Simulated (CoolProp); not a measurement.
Vapour-liquid equilibrium of propane (1) + isobutane (2) at 286.9 K; x and y are mole fractions of (1).

Model: multi-fluid Helmholtz-energy mixture model, Lemmon 2009 and Bücker 2006; pair parameters Kunz 2012, in CoolProp.

| x | bubble pressure (bar) | y at the bubble point | dew pressure at overall composition x (bar) | liquid density (mol/L) |
|---|---|---|---|---|
| 0.05 | 2.705 | 0.119 | [?] | 9.792 |
| 0.2 | 3.345 | [?] | 2.874 | 10.04 |
| 0.35 | 3.988 | 0.571 | [?] | 10.30 |
| 0.5 | 4.649 | 0.711 | [?] | 10.57 |
| 0.65 | 5.339 | 0.820 | 4.337 | 10.86 |
| 0.8 | 6.061 | 0.908 | 5.196 | 11.15 |
| 0.95 | 6.813 | 0.979 | 6.479 | 11.45 |

Some entries are withheld; supply them.


- 0.05, dew pressure at overall composition x (bar): 2.576
- 0.2, y at the bubble point: 0.386
- 0.35, dew pressure at overall composition x (bar): 3.244
- 0.5, dew pressure at overall composition x (bar): 3.715

No azeotrope shows between x = 0.05 and 0.95.

The pair parameters rest on a limited set of measurements; away from them the model extrapolates.
